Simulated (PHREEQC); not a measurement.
1.3 g of hydrous ferric oxide (600 m²/g; 0.2 weak and 0.005 strong sites per Fe, Dzombak-Morel constants, diffuse double layer) in 1 kg of water with 0.005 mol/kgw of an inert sodium salt and 1.4 mmol/kgw ZnCl2, at 25 °C; the pH is set by adding NaOH or the inert anion's acid. O2 is buffered at 0.21 atm. No CO2 enters from the air. Precipitation was switched off in this run.

The series has 17 steps of pH, from 3 to 11.

Equilibrium calculation in PHREEQC: ion-association model, wateq4f.dat.

**Question.** Near which pH is half of the Zn sorbed, and on which side is more sorbed?

**Answer.** Near pH 6.7, with more sorbed at higher pH.

**Question.** At which pH does the surface charge pass through zero?

**Answer.** Near pH 9.7.

Along this series the solution becomes supersaturated in solids that the run did not let form, among them Zn(OH)2-e. Complexes and solids missing from the database can't appear. The oxide is taken as insoluble; below pH 4 it would dissolve.
